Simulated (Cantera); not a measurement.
An isothermal, constant-pressure homogeneous reactor starts with C₂H₆ : N₂ = 1 : 4.7 (molar parts), at 1400 K and 5.10 Torr.

Cantera simulation using GRI-Mech 3.0 (53 species, 325 reactions); the numbers are that mechanism's predictions, not measurements. GRI-Mech 3.0 stops at C3 and has no aromatics, soot or wall deposition, so with more carbon than oxygen in the feed, carbon stays in small species such as C2H2 where larger ones or solid carbon would form. Radical loss at walls, strong at low pressure, is not modelled.

One state of this run: x C₂H₆ = 0.00292; x C₂H₂ = 0.0418; x CH₃ = 0.00124; x C₂H = 3.88e-8; x C₂H₄ = 0.0708. x: mole fraction; the columns are a selection and need not sum to one.

Question: Which value of t (s) does it belong to?
(A) 10.0
(B) 0.00167
(C) 0.00399
(D) 0.0542

Answer: D, 0.0542
